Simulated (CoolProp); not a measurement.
R141b along the isobar 16 MPa: density (kg/m³) from the reference equation and from simpler models built on Tc = 477.5 K, pc = 4.212 MPa, ω = 0.220; each cubic takes its own stable root.

Model: reference Helmholtz-energy equation of state, Lemmon 2006, in CoolProp. It is a short technical equation, of lower accuracy than the large ones.

```
T (K)          phase  reference  van der Waals  Redlich-Kwong  Soave-Redlich-Kwong  Peng-Robinson
-----  -------------  ---------  -------------  -------------  -------------------  -------------
240.7         liquid       1360          846.9           1231                 1246           1398
269.5         liquid       1312          826.9           1193                 1211           1360
298.3         liquid       1264          806.1           1152                 1173           1318
327.1         liquid       1214          784.5           1108                 1130           1271
355.9         liquid       1162          762.0           1061                 1083           1218
384.8         liquid       1108          738.6           1011                 1032           1160
413.6         liquid       1051          714.1          958.0                975.1           1095
442.4         liquid      988.9          688.6          902.0                913.0           1022
471.2         liquid      921.9          662.0          843.1                845.4          942.5
500    supercritical      848.9          634.1          781.6                772.6          855.9
```
